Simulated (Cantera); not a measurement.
Feed: 1 mol CH3SiH3, 0.47 mol C2H4, 100 mol H2, equilibrated at 10.0 mbar.

Equilibrium computed with Cantera from the NASA thermochemical tables; the gas is ideal and each condensed phase is pure. Candidate condensed phases: C, C6H6, C7H8, C8H18, Si, SiC; 87 gas species. The feed counts by its element totals alone. Gases not in the tables: Si2H6 and higher silanes. Rates play no part.

**Question.** Which condensed phases are stable at each of these points (T (K)): 1575, 1675, 1775, 1875, 1975, 2075, 2175, 2275, 2375, 2475, 2575?

**Answer.** 
| T (K) | condensed phases | Si condensed (%) |
|---|---|---|
| 1575 | C(graphite) + SiC(s) | 100.0 |
| 1675 | C(graphite) + SiC(s) | 100.0 |
| 1775 | C(graphite) + SiC(s) | 99.9 |
| 1875 | C(graphite) + SiC(s) | 99.6 |
| 1975 | C(graphite) + SiC(s) | 98.0 |
| 2075 | C(graphite) + SiC(s) | 90.7 |
| 2175 | C(graphite) + SiC(s) | 61.7 |
| 2275 | C(graphite) | 0.0 |
| 2375 | C(graphite) | 0.0 |
| 2475 | gas only | 0.0 |
| 2575 | gas only | 0.0 |

From 1575 K to 2175 K the condensed part is C(graphite) + SiC(s). From 2275 K to 2375 K the condensed part is C(graphite). From 2475 K to 2575 K nothing is condensed.
